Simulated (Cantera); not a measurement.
Feed: 1 mol C2H2, 0.16 mol NH3, held at 848 K and 0.0240 bar.

These are equilibrium values from Cantera (NASA tables, ideal gas, pure condensed phases), not measurements of a reactor. Candidate condensed phases: C, C6H6, C7H8, C8H18; 92 gas species. Equilibrium is a limit: real reactors are often held back by kinetics, nucleation or transport.

Base state: H2 0.925, N2 0.0614, CH4 0.0132, NH3 1.00e-5 (mole fractions); condensed: C(graphite).

**Question.** What changes in the equilibrium state with this change: NH3 from 0.16 to 0.038 mol?

**Answer.** 
```json
[
 {"species": "H2", "before": "0.925", "after": "0.968"},
 {"species": "N2", "before": "0.0614", "after": "0.0179"},
 {"species": "CH4", "before": "0.0132", "after": "0.0144"},
 {"species": "NH3", "before": "1.00e-5", "after": "5.78e-6"},
 {"species": "C(graphite), mol", "before": "1.98", "after": "1.98"}
]
```
